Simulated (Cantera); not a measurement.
An isothermal, constant-pressure homogeneous reactor starts with H2 : O2 : N2 = 0.95 : 1 : 10 (molar parts), equivalence ratio 0.47, at 1398 K and 41000 Pa.

Computed with Cantera and GRI-Mech 3.0 (53 species, 325 reactions). The temperature is held fixed by assumption; the heat of reaction is taken as removed at once.

One state of this run: x H2 = 2.67e-7; x O2 = 0.0457; x H2O = 0.0828; x O = 3.08e-7; x H = 3.84e-9; x NO = 1.62e-5; x H2O2 = 1.25e-9. x: mole fraction; the columns are a selection and need not sum to one.

### Question
Which value of t (s) does it belong to?
(A) 0.000100
(B) 0.0454
(C) 0.00116
(D) 6.06

### Answer
D, 6.06
